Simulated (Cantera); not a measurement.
An isothermal, constant-pressure homogeneous reactor starts with CH4 : H2 : CO2 = 0.044 : 1 : 0.0072 (molar parts), at 1425 K and 0.0454 atm.

Model: GRI-Mech 3.0 (53 species, 325 reactions), integrated in Cantera. GRI-Mech 3.0 stops at C3 and has no aromatics, soot or wall deposition, so with more carbon than oxygen in the feed, carbon stays in small species such as C2H2 where larger ones or solid carbon would form. Radical loss at walls, strong at low pressure, is not modelled.

Q: Predict: x(CH4) at 200 s; x(H2) at 200 s; x(CO2) at 200 s; x(C2H2) at 200 s; x(H2O) at 200 s; x(C2H4) at 200 s.

A: 
| Property | Value |
|---|---|
| x(CH4) at 200 s | 0.0173 (gas-phase equilibrium 0.00941) |
| x(H2) at 200 s | 0.958 (gas-phase equilibrium 0.965) |
| x(CO2) at 200 s | 2.04e-5 (gas-phase equilibrium 1.79e-10) |
| x(C2H2) at 200 s | 0.0113 (gas-phase equilibrium 0.0118) |
| x(H2O) at 200 s | 0.00647 (gas-phase equilibrium 2.98e-8) |
| x(C2H4) at 200 s | 0.000314 (gas-phase equilibrium 0.000326) |
